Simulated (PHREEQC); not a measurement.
Hard or scaling water (model solution)

A solution holds 0.0058 mol CaCl2, 6.4e-05 mol NaHCO3 and 4.2e-05 mol H4SiO4 per kg of water, at 25 °C. Closed to the air; pH follows from the charge balance.

Equilibrium calculation in PHREEQC: ion-association model, phreeqc.dat.

```json
{
  "pH": "7.75",
  "ionic_strength": "0.0175 mol/kgw",
  "specific_conductance": "1390 µS/cm",
  "total_alkalinity": "0.0640 meq/kg"
}
```

```tsv
species	molality	activity	log γ
Cl-	0.0116	0.0101	-0.058
Ca+2	0.00580	0.00350	-0.219
Na+	6.40e-5	5.63e-5	-0.056
HCO3-	5.83e-5	5.14e-5	-0.055
H4SiO4	4.16e-5	4.18e-5	0.002
CaHCO3+	2.60e-6	2.30e-6	-0.053
CO2	2.07e-6	2.07e-6	0.002
CaCO3	7.89e-7	7.92e-7	0.002
OH-	6.46e-7	5.64e-7	-0.058
```

This is a speciation only: nothing precipitates in the calculation.
